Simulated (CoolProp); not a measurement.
Properties of n-octane along the isobar 10 MPa (Tc = 295.6 °C, pc = 2.484 MPa, ω = 0.398).

Computed with CoolProp (reference Helmholtz-energy equation of state, Beckmüller 2019).

```
T (°C)          phase  isothermal compressibility (1/MPa)  viscosity (µPa s)
------  -------------  ----------------------------------  -----------------
277.05         liquid                                 [?]               84.5
282.85         liquid                             0.01205               81.4
288.65         liquid                             0.01295               78.3
294.55         liquid                             0.01394               75.3
300.35  supercritical                             0.01500               72.5
306.15  supercritical                             0.01615                [?]
311.95  supercritical                                 [?]               67.1
317.75  supercritical                             0.01875                [?]
323.55  supercritical                             0.02020               62.0
329.45  supercritical                             0.02180               59.6
335.25  supercritical                             0.02348               57.3
341.05  supercritical                             0.02528               55.1
346.85  supercritical                             0.02721               53.0
```

Question: Complete the blanks.

Answer: 
- 277.05, isothermal compressibility (1/MPa): 0.01122
- 306.15, viscosity (µPa s): 69.7
- 311.95, isothermal compressibility (1/MPa): 0.01740
- 317.75, viscosity (µPa s): 64.5

Viscosity comes from a separate model (Huber 2004).
